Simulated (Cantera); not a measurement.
Input: 1 mol H2S, 0.1 mol O2, 0.098 mol H2, 0.058 mol H2O, 0.00058 mol HF, held at 1.00 bar.

Cantera equilibrium calculation (NASA polynomials, part measured and part estimated; ideal gas, pure solids and liquids). Candidate condensed phases: H2O, H2SO4, S; 43 gas species. Gases not in the tables: S3 to S7. Kinetics and transport are ignored.

x: gas mole fraction; nothing condenses.

| T (K) | x H2S | x H2 | x S2 | x H2O | x SH | x SO |
|---|---|---|---|---|---|---|
| 1073 | 0.686 | 0.0423 | 0.0621 | 0.209 | 7.74e-5 | 1.14e-6 |
| 1173 | 0.633 | 0.0811 | 0.0806 | 0.205 | 0.000249 | 4.05e-6 |
| 1273 | 0.564 | 0.131 | 0.104 | 0.199 | 0.000656 | 1.28e-5 |
| 1373 | 0.485 | 0.188 | 0.131 | 0.193 | 0.00147 | 3.59e-5 |
| 1473 | 0.406 | 0.246 | 0.158 | 0.186 | 0.00286 | 9.05e-5 |
| 1573 | (withheld) | (withheld) | (withheld) | 0.180 | (withheld) | (withheld) |
| 1673 | 0.267 | 0.346 | 0.203 | 0.174 | 0.00794 | 0.000441 |
| 1773 | 0.213 | 0.384 | 0.220 | 0.169 | 0.0117 | 0.000868 |
| 1873 | 0.170 | 0.414 | 0.231 | 0.163 | 0.0164 | 0.00160 |
| 1973 | 0.136 | 0.437 | 0.239 | 0.158 | 0.0217 | 0.00278 |
| 2073 | (withheld) | 0.455 | 0.242 | 0.153 | (withheld) | (withheld) |
| 2173 | 0.0884 | 0.469 | 0.243 | 0.146 | 0.0343 | 0.00711 |

### Question
Some entries are withheld; supply them.

### Answer

- 2073, x H2S: 0.109
- 2073, x SH: 0.0278
- 2073, x SO: 0.00457
- 1573, x H2S: 0.332
- 1573, x H2: 0.299
- 1573, x S2: 0.183
- 1573, x SH: 0.00499
- 1573, x SO: 0.000208
